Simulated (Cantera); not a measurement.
A perfectly stirred reactor is fed with 0.186 % H₂, 21.1 % O₂, 78.2 % N₂, 0.423 % H₂O, at 10.00 Torr; it is held at 1375 K, and followed from long to short residence time.

Cantera simulation using GRI-Mech 3.0 (53 species, 325 reactions); the numbers are that mechanism's predictions, not measurements. Radical loss at walls, strong at low pressure, is not modelled.

Q: Predict: x(H₂) at τ = 3.50 s; x(O₂) at τ = 3.50 s; x(NO) at τ = 3.50 s; x(H) at τ = 3.50 s; x(H₂) at τ = 0.100 s; x(O₂) at τ = 0.100 s; x(NO) at τ = 0.100 s; x(H) at τ = 0.100 s.

A: x(H₂) at τ = 3.50 s: 1.04e-5
x(O₂) at τ = 3.50 s: 0.210
x(NO) at τ = 3.50 s: 1.08e-7
x(H) at τ = 3.50 s: 1.66e-5
x(H₂) at τ = 0.100 s: 7.16e-5
x(O₂) at τ = 0.100 s: 0.210
x(NO) at τ = 0.100 s: 6.87e-9
x(H) at τ = 0.100 s: 7.18e-5
